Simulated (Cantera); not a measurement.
Cantera run, input and output.

```python
import numpy as np
import cantera as ct

gas = ct.Solution("gri30.yaml")
gas.TPX = 1800, 46, {'CH4': 1, 'H2': 89}
reactor = ct.IdealGasConstPressureReactor(gas, energy="off", clone=False)
net = ct.ReactorNet([reactor])
net.rtol, net.atol = 1e-08, 1e-18
show = ['CH4', 'H2', 'CH3', 'C2H', 'CH2', 'H', 'C2H2']
times = np.geomspace(2e-06, 2, 12)

steps = ct.SolutionArray(gas, extra=["t"])
rows = []
print(f"{'t/s':>10s}{'T/K':>9s}{'P/Pa':>11s}" + "".join(f"{s:>11s}" for s in show))
for t in times:
    while net.time < t:
        t_next = net.step()
        steps.append(gas.state, t=t_next)
    rows.append([np.interp(t, steps.t, y) for y in (steps.T, steps.P, *steps(*show).X.T)])
    print(f"{t:10.3e}{rows[-1][0]:9.1f}{rows[-1][1]:11.4g}" + "".join(f"{x:11.3e}" for x in rows[-1][2:]))
rate = np.gradient(steps.T, steps.t)
print("integrator steps:", len(steps.t))
if steps.T.max() > steps.T[0] + 200:
    print(f"time of steepest temperature rise: {steps.t[rate.argmax()]:.4e} s")
gas.TPX = 1800, 46, {'CH4': 1, 'H2': 89}
gas.equilibrate("TP")
print(f"equilibrium (TP): T = {gas.T:.1f} K  " + "  ".join(f"{s} {gas[s].X[0]:.3e}" for s in show))
```

It prints:

```
       t/s      T/K       P/Pa        CH4         H2        CH3        C2H        CH2          H       C2H2
 2.000e-06   1800.0         46  1.111e-02  9.889e-01  9.213e-10  2.035e-38  4.227e-19  9.332e-10  2.052e-27
 7.022e-06   1800.0         46  1.111e-02  9.889e-01  3.229e-09  7.523e-36  6.408e-18  3.283e-09  2.312e-25
 2.466e-05   1800.0         46  1.111e-02  9.889e-01  1.127e-08  2.054e-33  1.028e-16  1.159e-08  2.042e-23
 8.658e-05   1800.0         46  1.111e-02  9.889e-01  3.874e-08  5.663e-31  1.522e-15  4.153e-08  1.595e-21
 3.040e-04   1800.0         46  1.111e-02  9.889e-01  1.268e-07  2.562e-28  1.943e-14  1.551e-07  1.941e-19
 1.067e-03   1800.0         46  1.111e-02  9.889e-01  3.641e-07  2.403e-25  2.214e-13  6.255e-07  4.434e-17
 3.748e-03   1800.0         46  1.111e-02  9.889e-01  8.990e-07  1.576e-22  2.303e-12  2.576e-06  6.960e-15
 1.316e-02   1800.0         46  1.111e-02  9.889e-01  2.513e-06  6.227e-20  2.578e-11  9.687e-06  7.278e-13
 4.620e-02   1800.0         46  1.110e-02  9.889e-01  8.161e-06  2.793e-17  3.138e-10  3.466e-05  9.108e-11
 1.622e-01   1800.0         46  1.108e-02  9.888e-01  2.793e-05  1.454e-14  3.837e-09  1.223e-04  1.343e-08
 5.696e-01   1800.0         46  1.100e-02  9.885e-01  9.664e-05  6.901e-12  4.615e-08  4.296e-04  1.814e-06
 2.000e+00   1800.0         46  1.053e-02  9.875e-01  3.189e-04  1.523e-09  5.022e-07  1.485e-03  1.158e-04
integrator steps: 325
equilibrium (TP): T = 1800.0 K  CH4 1.894e-06  H2 9.779e-01  CH3 6.489e-07  C2H 8.100e-07  CH2 1.242e-08  H 1.663e-02  C2H2 5.447e-03
```

Computed with Cantera and GRI-Mech 3.0 (53 species, 325 reactions). GRI-Mech 3.0 stops at C3 and has no aromatics, soot or wall deposition, so with more carbon than oxygen in the feed, carbon stays in small species such as C2H2 where larger ones or solid carbon would form. Radical loss at walls, strong at low pressure, is not modelled.
